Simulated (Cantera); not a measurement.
**Gas-phase reforming**

An isothermal, constant-pressure homogeneous reactor starts with 33.3 % CH4, 26.7 % CO2, 40.0 % H2, at 1725 K and 100.0 Torr.

Detailed kinetics in Cantera: GRI-Mech 3.0 (53 species, 325 reactions).

| t (s) | x CH4 | x CO2 | x H2 | x HCO | x CH2CO |
|---|---|---|---|---|---|
| 5.00e-6 | 0.333 | 0.267 | 0.400 | <1e-12 | <1e-12 |
| 1.92e-5 | 0.333 | 0.267 | 0.400 | <1e-12 | <1e-12 |
| 7.39e-5 | 0.333 | 0.267 | 0.400 | 7.35e-12 | <1e-12 |
| 0.000284 | 0.332 | 0.266 | 0.400 | 1.19e-9 | 1.33e-10 |
| 0.00109 | 0.327 | 0.264 | 0.401 | 4.73e-8 | 2.14e-8 |
| 0.00420 | 0.293 | 0.247 | 0.417 | 8.28e-8 | 1.15e-6 |
| 0.0161 | 0.198 | 0.189 | 0.458 | 5.14e-8 | 1.02e-5 |
| 0.0620 | 0.0778 | 0.0731 | 0.473 | 2.02e-8 | 3.55e-5 |
| 0.238 | 0.0216 | 0.0189 | 0.496 | 1.19e-8 | 4.20e-5 |
| 0.916 | 0.0129 | 0.0134 | 0.547 | 1.13e-8 | 1.99e-5 |
| 3.52 | 0.00687 | 0.00612 | 0.603 | 1.21e-8 | 4.75e-6 |
| 13.5 | 0.00262 | 0.00124 | 0.636 | 1.31e-8 | 6.01e-7 |
| 52.0 | 0.00106 | 2.05e-5 | 0.644 | 1.34e-8 | 5.59e-8 |
| 200 | 0.00101 | 9.46e-8 | 0.645 | 1.35e-8 | 4.73e-8 |
x: mole fraction; the columns are a selection and need not sum to one.

Equilibrium at this temperature and pressure: CH4 0.00101, CO2 9.49e-8, H2 0.645, HCO 1.35e-8, CH2CO 4.73e-8 (gas phase only).
